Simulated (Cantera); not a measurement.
Cantera run, input and output.

```python
import numpy as np
import cantera as ct

gas = ct.Solution("SiF4_NH3_mec.yaml", "gas")
gas.TPX = 2025, 8000, {'NH3': 1, 'H2': 1.2}
reactor = ct.IdealGasConstPressureReactor(gas, energy="off", clone=False)
net = ct.ReactorNet([reactor])
net.rtol, net.atol = 1e-08, 1e-18
show = ['NH3', 'H2', 'H', 'NH', 'NH2', 'N2H4']
times = np.geomspace(9e-06, 30, 15)

steps = ct.SolutionArray(gas, extra=["t"])
rows = []
print(f"{'t/s':>10s}{'T/K':>9s}{'P/Pa':>11s}" + "".join(f"{s:>11s}" for s in show))
for t in times:
    while net.time < t:
        t_next = net.step()
        steps.append(gas.state, t=t_next)
    rows.append([np.interp(t, steps.t, y) for y in (steps.T, steps.P, *steps(*show).X.T)])
    print(f"{t:10.3e}{rows[-1][0]:9.1f}{rows[-1][1]:11.4g}" + "".join(f"{x:11.3e}" for x in rows[-1][2:]))
rate = np.gradient(steps.T, steps.t)
print("integrator steps:", len(steps.t))
if steps.T.max() > steps.T[0] + 200:
    print(f"time of steepest temperature rise: {steps.t[rate.argmax()]:.4e} s")
gas.TPX = 2025, 8000, {'NH3': 1, 'H2': 1.2}
gas.equilibrate("TP")
print(f"equilibrium (TP): T = {gas.T:.1f} K  " + "  ".join(f"{s} {gas[s].X[0]:.3e}" for s in show))
```

It prints:

```
       t/s      T/K       P/Pa        NH3         H2          H         NH        NH2       N2H4
 9.000e-06   2025.0       8000  4.545e-01  5.455e-01  2.832e-06  4.761e-10  6.321e-06  9.874e-13
 2.631e-05   2025.0       8000  4.545e-01  5.455e-01  7.938e-06  6.418e-09  1.881e-05  1.002e-11
 7.693e-05   2025.0       8000  4.545e-01  5.454e-01  2.284e-05  6.638e-08  5.524e-05  9.046e-11
 2.249e-04   2025.0       8000  4.543e-01  5.454e-01  6.605e-05  5.949e-07  1.609e-04  7.788e-10
 6.575e-04   2025.0       8000  4.539e-01  5.455e-01  1.844e-04  4.617e-06  4.494e-04  6.107e-09
 1.922e-03   2025.0       8000  4.521e-01  5.462e-01  3.486e-04  1.584e-05  8.444e-04  2.159e-08
 5.620e-03   2025.0       8000  4.458e-01  5.503e-01  3.702e-04  1.732e-05  8.777e-04  2.333e-08
 1.643e-02   2025.0       8000  4.280e-01  5.620e-01  3.832e-04  1.715e-05  8.542e-04  2.210e-08
 4.804e-02   2025.0       8000  3.810e-01  5.928e-01  4.202e-04  1.667e-05  7.907e-04  1.893e-08
 1.404e-01   2025.0       8000  2.769e-01  6.612e-01  5.212e-04  1.530e-05  6.396e-04  1.238e-08
 4.106e-01   2025.0       8000  1.219e-01  7.628e-01  7.894e-04  1.195e-05  3.699e-04  4.140e-09
 1.200e+00   2025.0       8000  1.447e-02  8.325e-01  1.796e-03  6.315e-06  9.159e-05  2.532e-10
 3.510e+00   2025.0       8000  6.140e-05  8.379e-01  6.252e-03  3.232e-07  1.345e-06  5.390e-14
 1.026e+01   2025.0       8000  1.021e-05  8.380e-01  6.270e-03  5.406e-08  2.242e-07  1.499e-15
 3.000e+01   2025.0       8000  2.989e-06  8.380e-01  6.270e-03  1.583e-08  6.565e-08  1.285e-16
integrator steps: 1472
equilibrium (TP): T = 2025.0 K  NH3 4.656e-07  H2 8.380e-01  H 6.270e-03  NH 2.466e-09  NH2 1.023e-08  N2H4 3.172e-18
```

Cantera simulation using the gas-phase N/H chemistry of the illustrative SiF4/NH3 mechanism in the Surface Chemkin manual (1991); the numbers are that mechanism's predictions, not measurements. Walls and surfaces, which speed up NH3 decomposition in real reactors, are not modelled.
